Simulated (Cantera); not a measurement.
A Cantera script and what it prints.

```python
import numpy as np
import cantera as ct

gas_names = """
    AL ALH ALN ALO ALOH ALO2 ALO2H AL2 AL2O AL2O2 H HALO HNO HNO2 HNO3 HO2 H2 H2O H2O2 N NH NH2 NH3
    NH2OH NO NO2 NO3 N2 N2H2 N2H4 N2O O OH O2 O3
""".split()
cond_names = """
    AL(cr) AL(L) ALN(s) AL2O3(a) AL2O3(L) H2O(s) H2O(L)
""".split()


# ... load() reads the species with a 1 bar reference pressure and builds the phases ...
atoms = {
    'AlN': {'AL': 1, 'N': 1},
    'H2O': {'H': 2, 'O': 1},
    'N2': {'N': 2},
}
top_T = {'ALN(s)': 2750}  # K; cautious upper limits of use, not melting points


# ... equilibrate(T, P, feed) seeds the gas with the atoms and calls Mixture.equilibrate('TP', solver="vcs", rtol=1e-11, max_steps=5000) ...
results = []
T = 1248.15  # K
P = 57  # Pa
for m in [4.2, 5.2, 6.4, 8, 9.9, 12, 15, 19, 24, 29, 37, 45]:
    feed = {'AlN': 1, 'H2O': 3.6, 'N2': m}  # mol
    mix = equilibrate(T, P, feed)
    results.append((T, P, feed, dict(zip(mix.species_names, mix.species_moles))))
    x = sorted(zip(gas.X, gas.species_names), reverse=True)
    print(f"T = {T:g} K  P = {P:g} Pa  n(N2) = {m:g} mol  gas = {mix.phase_moles(0):.4g} mol")
    print("   x: " + "  ".join(f"{s} {v:.3e}" for v, s in x if v > 0.0001))
    print("   condensed (mol): " + ("  ".join(f"{mix.phase(i).name} {mix.phase_moles(i):.4g}"
          for i in range(1, mix.n_phases) if mix.phase_moles(i) > 1e-12) or "none"))
```

It prints:

```
T = 1248.15 K  P = 57 Pa  n(N2) = 4.2 mol  gas = 8.3 mol
   x: N2 5.663e-01  H2O 2.530e-01  H2 1.807e-01
   condensed (mol): AL2O3(a) 0.5
T = 1248.15 K  P = 57 Pa  n(N2) = 5.2 mol  gas = 9.3 mol
   x: N2 6.129e-01  H2O 2.258e-01  H2 1.613e-01
   condensed (mol): AL2O3(a) 0.5
T = 1248.15 K  P = 57 Pa  n(N2) = 6.4 mol  gas = 10.5 mol
   x: N2 6.571e-01  H2O 2.000e-01  H2 1.429e-01
   condensed (mol): AL2O3(a) 0.5
T = 1248.15 K  P = 57 Pa  n(N2) = 8 mol  gas = 12.1 mol
   x: N2 7.025e-01  H2O 1.736e-01  H2 1.240e-01
   condensed (mol): AL2O3(a) 0.5
T = 1248.15 K  P = 57 Pa  n(N2) = 9.9 mol  gas = 14 mol
   x: N2 7.429e-01  H2O 1.500e-01  H2 1.071e-01
   condensed (mol): AL2O3(a) 0.5
T = 1248.15 K  P = 57 Pa  n(N2) = 12 mol  gas = 16.1 mol
   x: N2 7.764e-01  H2O 1.304e-01  H2 9.316e-02
   condensed (mol): AL2O3(a) 0.5
T = 1248.15 K  P = 57 Pa  n(N2) = 15 mol  gas = 19.1 mol
   x: N2 8.115e-01  H2O 1.099e-01  H2 7.853e-02
   condensed (mol): AL2O3(a) 0.5
T = 1248.15 K  P = 57 Pa  n(N2) = 19 mol  gas = 23.1 mol
   x: N2 8.442e-01  H2O 9.091e-02  H2 6.493e-02
   condensed (mol): AL2O3(a) 0.5
T = 1248.15 K  P = 57 Pa  n(N2) = 24 mol  gas = 28.1 mol
   x: N2 8.719e-01  H2O 7.473e-02  H2 5.338e-02
   condensed (mol): AL2O3(a) 0.5
T = 1248.15 K  P = 57 Pa  n(N2) = 29 mol  gas = 33.1 mol
   x: N2 8.912e-01  H2O 6.344e-02  H2 4.532e-02
   condensed (mol): AL2O3(a) 0.5
T = 1248.15 K  P = 57 Pa  n(N2) = 37 mol  gas = 41.1 mol
   x: N2 9.124e-01  H2O 5.109e-02  H2 3.649e-02
   condensed (mol): AL2O3(a) 0.5
T = 1248.15 K  P = 57 Pa  n(N2) = 45 mol  gas = 49.1 mol
   x: N2 9.267e-01  H2O 4.277e-02  H2 3.055e-02
   condensed (mol): AL2O3(a) 0.5
```

Equilibrium computed with Cantera from the NASA thermochemical tables; the gas is ideal and each condensed phase is pure.
